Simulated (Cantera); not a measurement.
Charge: 1 mol Si, 3.9 mol HF, 83 mol H2, equilibrated at 1098 K and 81.0 mbar.

Cantera equilibrium calculation (NASA polynomials, part measured and part estimated; ideal gas, pure solids and liquids). Candidate condensed phases: Si; 25 gas species. The tables' values for SiF3 are old estimates; treat these amounts as uncertain. Equilibrium is a limit: real reactors are often held back by kinetics, nucleation or transport.

Base state: H2 0.988, SiF4 0.0104, SiHF3 0.00106, HF 9.06e-5, SiF3 8.18e-5, SiH2F2 5.47e-5 (mole fractions); condensed: gas only.

Problem. What changes in the equilibrium state with this change: HF from 3.9 to 20 mol?

Solution. 
| species | before | after |
|---|---|---|
| H2 | 0.988 | 0.833 |
| HF | 9.06e-5 | 0.157 |
| SiF4 | 0.0104 | 0.00980 |
| SiHF3 | 0.00106 | 4.84e-7 |
| SiH2F2 | 5.47e-5 | <1e-9 |
| SiF3 | 8.18e-5 | 4.07e-8 |

Problem. What changes in the equilibrium state with this change: HF from 3.9 to 18 mol?

Solution. 
| species | before | after |
|---|---|---|
| H2 | 0.988 | 0.850 |
| HF | 9.06e-5 | 0.140 |
| SiF4 | 0.0104 | 0.01000 |
| SiHF3 | 0.00106 | 5.65e-7 |
| SiH2F2 | 5.47e-5 | <1e-9 |
| SiF3 | 8.18e-5 | 4.70e-8 |

Problem. What changes in the equilibrium state with this change: HF from 3.9 to 7.6 mol?

Solution. 
```json
[
 {"species": "H2", "before": "0.988", "after": "0.949"},
 {"species": "HF", "before": "9.06e-5", "after": "0.0402"},
 {"species": "SiF4", "before": "0.0104", "after": "0.0112"},
 {"species": "SiHF3", "before": "0.00106", "after": "2.45e-6"},
 {"species": "SiH2F2", "before": "5.47e-5", "after": "<1e-9"},
 {"species": "SiF3", "before": "8.18e-5", "after": "1.93e-7"}
]
```
